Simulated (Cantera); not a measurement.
Feed: 1 mol PbBr₂, 6.2 mol H₂, equilibrated at 1330 Pa.

Equilibrium computed with Cantera from the NASA thermochemical tables; the gas is ideal and each condensed phase is pure. Candidate condensed phases: Br₂, Pb, PbBr₂; 10 gas species. The numbers say what is thermodynamically allowed, not how fast it happens. All values below are at 1048 K.

Base state: H₂ 0.882, PbBr₄ 0.0440, PbBr₂ 0.0422, HBr 0.0249, PbBr 0.00347, Pb 0.00335 (mole fractions); condensed: Pb(l).

Question: What changes in the equilibrium state with this change: PbBr₂ replaced by SrCl₂?

Answer: 
```csv
species,before,after
H₂,0.882,1.000
PbBr₄,0.0440,0
PbBr₂,0.0422,0
HBr,0.0249,0
PbBr,0.00347,0
Pb,0.00335,0
"Pb(l), mol",0.356,0
"SrCl₂(s), mol",0,1.000
```
Further candidate phases: Sr, SrCl₂.
